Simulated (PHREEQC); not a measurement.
## Buffer (model solution)

Consider water at 90 °C with 0.0013 mol/kgw H3BO3 and 0.00086 mol/kgw NaOH. Closed to the air; pH follows from the charge balance.

Equilibrium calculation in PHREEQC: ion-association model, wateq4f.dat.

This is a speciation only: nothing precipitates in the calculation.

Task: Estimate the pH.

Result: pH 8.77.

Task: In which forms is B present?

Result: H3BO3 51 %, H2BO3- 49 % of the B.

Complexes and solids missing from the database can't appear. Away from 25 °C the constants follow the database's enthalpies or fits; those with neither stay at their 25 °C values.
